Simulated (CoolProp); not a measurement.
Vapour-liquid equilibrium of benzene (1) + p-xylene (2) at 0.454 MPa; x and y are mole fractions of (1).

The numbers come from the multi-fluid Helmholtz-energy mixture model, Thol 2012 and Zhou 2012; pair parameters Bell 2016 in CoolProp.

```tsv
x	bubble temperature, mixture model (°C)	bubble temperature, Raoult's law (°C)	y, mixture model	y, Raoult's law
0.05	199.7	198.8	0.128	0.155
0.125	192.4	190.6	0.294	0.339
0.2	185.5	183.4	0.431	0.480
0.275	___	176.9	0.544	0.589
0.35	173.2	171.2	___	0.676
0.425	167.7	166.0	___	0.745
0.5	162.8	161.3	0.775	0.802
0.575	158.2	157.0	0.827	0.848
0.65	154.0	153.0	0.870	0.886
0.725	150.1	149.4	___	0.918
0.8	146.5	146.0	0.937	0.945
0.875	143.2	142.9	0.964	0.969
0.95	140.1	140.0	0.986	0.988
```

Question: What belongs in the gaps?

Answer: 
- 0.275, bubble temperature, mixture model (°C): 179.1
- 0.35, y, mixture model: 0.637
- 0.425, y, mixture model: 0.713
- 0.725, y, mixture model: 0.907

The largest gap from Raoult's law is +2.2 K in bubble temperature, at x = 0.275. No azeotrope shows between x = 0.05 and 0.95.

The pair parameters rest on a limited set of measurements; away from them the model extrapolates.
